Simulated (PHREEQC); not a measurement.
A column of 0.1 m (30 cells, dispersivity 0.008 m, 3600 s a shift, diffusion coefficient 3e-10 m²/s) holds 0.29 eq of the database's cation exchanger X per kg of pore water, first in equilibrium with 6.7 mmol/kgw MnCl2 and 0.01 mmol/kgw HCl. It is flushed with 0.055 mol/kgw ZnSO4 and 1e-05 mol/kgw HCl, at 15 °C. Values are for the last cell. CO2 from the air is kept out. Precipitation was switched off in this run.

The series has 31 steps of pore volumes, from 0 to 8.017.

Model: ion-association model, phreeqc.dat, run in PHREEQC.

Task: After how many pore volumes does S at the outlet first reach half of its feed value?

Result: By 1.1 pore volumes.

Task: After how many pore volumes does Zn at the outlet first reach half of its feed value?

Result: By 3.5 pore volumes.
